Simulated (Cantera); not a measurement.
A perfectly stirred reactor is fed with CH4 : H2 = 1 : 40 (molar parts), at 0.480 bar; it is held at 1875 K, and followed from long to short residence time.

Cantera simulation using GRI-Mech 3.0 (53 species, 325 reactions); the numbers are that mechanism's predictions, not measurements. GRI-Mech 3.0 stops at C3 and has no aromatics, soot or wall deposition, so with more carbon than oxygen in the feed, carbon stays in small species such as C2H2 where larger ones or solid carbon would form.

Problem. Predict: x(CH4) at τ = 3.50 s; x(H2) at τ = 3.50 s; x(H) at τ = 3.50 s; x(C2H4) at τ = 3.50 s; x(C2H) at τ = 3.50 s; x(CH4) at τ = 51.0 ms; x(H2) at τ = 51.0 ms; x(H) at τ = 51.0 ms; x(C2H4) at τ = 51.0 ms; x(C2H) at τ = 51.0 ms.

Solution. 
```
Item                       Value
----------------------  --------
x(CH4) at τ = 3.50 s     0.00243
x(H2) at τ = 3.50 s        0.986
x(H) at τ = 3.50 s      0.000944
x(C2H4) at τ = 3.50 s    7.13e-5
x(C2H) at τ = 3.50 s     1.21e-7
x(CH4) at τ = 51.0 ms     0.0115
x(H2) at τ = 51.0 ms       0.981
x(H) at τ = 51.0 ms     0.000921
x(C2H4) at τ = 51.0 ms   5.25e-5
x(C2H) at τ = 51.0 ms    6.80e-8
```
